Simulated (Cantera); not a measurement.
Iron carbonyl, mercury and lead vapours: Fe(CO)₅ + H₂

A closed system holds: 1 mol Fe(CO)₅, 1.2 mol H₂, held at 160 Pa.

Cantera equilibrium calculation (NASA polynomials, part measured and part estimated; ideal gas, pure solids and liquids). Candidate condensed phases: C, C₆H₆, C₇H₈, C₈H₁₈, Fe, Fe(CO)₅, FeO, Fe(OH)₂, Fe(OH)₃, Fe₂O₃, Fe₃O₄, H₂O; 114 gas species. Condensed phases not in the tables: cementite and carbon dissolved in iron. Rates play no part.

```
T (°C)   x CO   x H₂     x CO₂       x H      x Fe  n C(graphite)  n Fe(α)  n Fe(γ)
------  -----  -----  --------  --------  --------  -------------  -------  -------
700     0.805  0.194   0.00104   1.19e-8  2.38e-12        0.00736     1.00        0
775     0.806  0.194  0.000231   8.50e-8  8.77e-11        0.00170     1.00        0
850     0.806  0.194   6.28e-5   4.68e-7   1.95e-9              0     1.00        0
925     0.806  0.194   2.02e-5   2.09e-6   2.90e-8              0        0     1.00
1000    0.806  0.194   7.48e-6   7.84e-6   3.11e-7              0        0    1.000
1075    0.806  0.194   3.10e-6   2.54e-5   2.55e-6              0        0    1.000
1150    0.806  0.194   1.42e-6   7.30e-5   1.67e-5              0        0    1.000
1225    0.806  0.193   1.04e-6  0.000189   8.98e-5              0        0    0.999
1300    0.806  0.193   8.79e-7  0.000447  0.000411              0        0    0.997
```
x: gas mole fraction; n: condensed amount in mol.

From 700 °C to 775 °C the condensed part is C(graphite) + Fe(α). At 850 °C the condensed part is Fe(α). From 925 °C to 1300 °C the condensed part is Fe(γ).
